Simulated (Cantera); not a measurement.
Input: 1 mol SiH2Cl2, 22 mol NH3, 46 mol H2, at 873 K and 39.0 Pa.

These are equilibrium values from Cantera (NASA tables, ideal gas, pure condensed phases), not measurements of a reactor. Candidate condensed phases: NH4Cl, Si, Si3N4; 28 gas species. The numbers say what is thermodynamically allowed, not how fast it happens.

Q: What is the equilibrium state?

A: 
| Item | Result |
|---|---|
| x(H2) | 0.865 |
| x(N2) | 0.113 |
| x(HCl) | 0.0219 |
| n(Si3N4(s)) | 0.333 mol |
| gas amount | 91.33 mol |
| log10 activity of Si(s) (absent) | -6.18 |
